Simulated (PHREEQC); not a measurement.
PHREEQC input (Pitzer model, pitzer.dat):

```
SOLUTION 1
  temp 25
  units mol/kgw
  pH 7 charge
  C(4) 0.0136
  Na 0.2091
  S(6) 0.093
  Cl 0.56
  K 0.56
END
USE solution 1
INCREMENTAL_REACTIONS false
REACTION 1
  H2O -1
  0 9.886 18.011 24.689 30.178 34.689 38.397 41.444
  43.949 46.007 47.699 49.089 50.232 51.172 51.944 52.578
  53.1 53.528 53.88 54.17 54.408 54.603 54.764 54.896
  55.005 55.094 55.168 55.228 moles
EQUILIBRIUM_PHASES 1
  Arcanite 0 0
  Burkeite 0 0
  Glaserite 0 0
  Halite 0 0
  Kalicinite 0 0
  Mirabilite 0 0
  Misenite 0 0
  Nahcolite 0 0
  Natron 0 0
  Sylvite 0 0
  Thenardite 0 0
  Trona 0 0
SELECTED_OUTPUT 1
  -reset false
  -pH true
  -pe true
  -ionic_strength true
  -water true
  -activities H2O
  -totals C Cl K Na S
  -molalities H+ Na+ K+ Cl- CO3-2 SO4-2 OH- HCO3- CO2 HSO4-
  -equilibrium_phases Arcanite Burkeite Glaserite Halite Kalicinite Mirabilite Misenite Nahcolite Natron Sylvite
    Thenardite Trona
PRINT
  -reset false
END
```

Selected output (columns that matter, 11 of 28 rows; water left (kg) added in front):

```
water left (kg)	pH	mu	C	Cl	K	Na	S	m_H+	la_H2O	Arcanite	Glaserite	Halite	Sylvite	Trona
1	10.019	0.87144	0.0136	0.56	0.56	0.2091	0.093	1.3941e-10	-0.009645	0	0	0	0	0
0.555205	9.9343	1.5697	0.024495	1.0086	1.0086	0.37662	0.16751	1.5701e-10	-0.017323	0	0	0	0	0
0.375045	9.874	2.3239	0.036262	1.4932	1.4932	0.55753	0.24797	1.5696e-10	-0.025874	0	0	0	0	0
0.208217	9.7843	3.7858	0.065316	2.6895	2.4228	1.0042	0.31329	1.2454e-10	-0.046504	0.027768	0	0	0	0
0.115615	9.6974	5.6728	0.11763	4.8436	3.5997	1.8086	0.18241	7.681e-11	-0.084855	0.07191	0	0	0	0
0.0641797	9.6675	6.5119	0.21191	5.443	3.5499	2.627	0.18698	6.3946e-11	-0.10114	0	0.0405	0	0.21067	0
0.0433532	9.6055	7.2341	0.3137	5.8505	2.9486	3.8559	0.21055	5.5733e-11	-0.11699	0	0.041936	0	0.30636	0
0.0240761	9.5342	8.6221	0.56488	6.4512	2.148	5.8072	0.2723	4.198e-11	-0.14792	0	0.043222	0.026062	0.37862	0
0.0132897	9.8019	8.8477	0.6689	6.3156	2.1251	5.9224	0.26268	2.4396e-11	-0.14887	0	0.044755	0.078573	0.39749	0.0023552
0.00891658	10.067	9.1208	0.80218	6.1522	2.0993	6.0648	0.25293	1.4386e-11	-0.15012	0	0.045372	0.099979	0.40516	0.0032237
0.00487751	10.577	9.9233	1.2219	5.6775	2.0297	6.4977	0.23176	5.5241e-12	-0.1542	0	0.045935	0.12001	0.4123	0.0038201
```

Species that the database lacks are ignored.
